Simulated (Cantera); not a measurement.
An adiabatic, constant-volume homogeneous reactor starts with CO : H2 : O2 : N2 = 1 : 0.044 : 1.04 : 3.93 (molar parts), equivalence ratio 0.50, at 1625 K and 7430 Torr. Integrator tolerance rtol = 1e-08.

Cantera simulation using GRI-Mech 3.0 (53 species, 325 reactions); the numbers are that mechanism's predictions, not measurements. The hydrogen kinetics of GRI-Mech 3.0 are dated; newer H2 mechanisms differ, most at raised pressure.

Problem. What does this change do: 0.11 parts H2O added?

Solution. 
```json
[
 {"quantity": "time of steepest temperature rise", "before": "9.57 µs", "after": "7.78 µs"},
 {"quantity": "temperature at 4.00 s", "before": "2865 K", "after": "2835 K"},
 {"quantity": "equilibrium temperature", "before": "2865 K", "after": "2835 K"},
 {"quantity": "x(CO) at 4.00 s", "before": "0.0254 (gas-phase equilibrium 0.0254)", "after": "0.0228 (gas-phase equilibrium 0.0228)"},
 {"quantity": "x(H2) at 4.00 s", "before": "0.000133 (gas-phase equilibrium 0.000133)", "after": "0.000484 (gas-phase equilibrium 0.000484)"},
 {"quantity": "x(O2) at 4.00 s", "before": "0.0897 (gas-phase equilibrium 0.0897)", "after": "0.0871 (gas-phase equilibrium 0.0871)"},
 {"quantity": "x(NO) at 4.00 s", "before": "0.0247 (gas-phase equilibrium 0.0247)", "after": "0.0232 (gas-phase equilibrium 0.0232)"},
 {"quantity": "x(CO2) at 4.00 s", "before": "0.154 (gas-phase equilibrium 0.154)", "after": "0.153 (gas-phase equilibrium 0.153)"}
]
```
